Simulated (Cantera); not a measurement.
An adiabatic, constant-volume homogeneous reactor starts with CH4 : O2 : N2 = 1 : 2.63 : 9.89 (molar parts), equivalence ratio 0.76, at 1775 K and 360 Torr. Integrator tolerance rtol = 1e-08.

Cantera simulation using GRI-Mech 3.0 (53 species, 325 reactions); the numbers are that mechanism's predictions, not measurements.

Q: What does this change do: pressure from 360 Torr to 300 Torr?

A: 
```tsv
quantity	before	after
time of steepest temperature rise	0.241 ms	0.287 ms
temperature at 0.200 s	2819 K	2803 K
equilibrium temperature	2819 K	2803 K
x(CH4) at 0.200 s	<1e-12 (gas-phase equilibrium <1e-12)	<1e-12 (gas-phase equilibrium <1e-12)
x(O2) at 0.200 s	0.0477 (gas-phase equilibrium 0.0477)	0.0480 (gas-phase equilibrium 0.0480)
x(H2) at 0.200 s	0.0132 (gas-phase equilibrium 0.0132)	0.0135 (gas-phase equilibrium 0.0135)
x(HO2) at 0.200 s	9.70e-6 (gas-phase equilibrium 9.70e-6)	8.97e-6 (gas-phase equilibrium 8.97e-6)
x(HCO) at 0.200 s	2.73e-8 (gas-phase equilibrium 2.73e-8)	2.45e-8 (gas-phase equilibrium 2.45e-8)
x(CH2) at 0.200 s	<1e-12 (gas-phase equilibrium <1e-12)	<1e-12 (gas-phase equilibrium <1e-12)
```
